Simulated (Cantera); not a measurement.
A closed system holds: 1 mol Si₃N₄, 0.0089 mol Si, 8.9 mol N₂, at 2325 K and 2.20 mbar.

Cantera equilibrium calculation (NASA polynomials, part measured and part estimated; ideal gas, pure solids and liquids). Candidate condensed phases: Si, Si₃N₄; 7 gas species. The tables' values for SiN are old estimates; treat these amounts as uncertain. Kinetics and transport are ignored.

Base state: N₂ 0.785, Si 0.211, Si₂ 0.00170, SiN 0.00117, Si₂N 0.000472, Si₃ 0.000126 (mole fractions); condensed: gas only.

**Question.** What changes in the equilibrium state with this change: temperature from 2325 K to 1650 K?

**Answer.** 
```csv
species,before,after
N₂,0.785,1.000
Si,0.211,5.62e-5
SiN,0.00117,1.89e-6
Si₂,0.00170,8.74e-8
Si₃,0.000126,9.60e-9
Si₂N,0.000472,1.54e-6
"Si₃N₄(s), mol",0,1.00
```

**Question.** What changes in the equilibrium state with this change: N₂ from 8.9 to 2.6 mol?

**Answer.** 
```
species    before     after
-------  --------  --------
N₂          0.785     0.609
Si          0.211     0.381
Si₂       0.00170   0.00557
Si₃      0.000126  0.000746
Si₂N     0.000472   0.00136
SiN       0.00117   0.00187
```
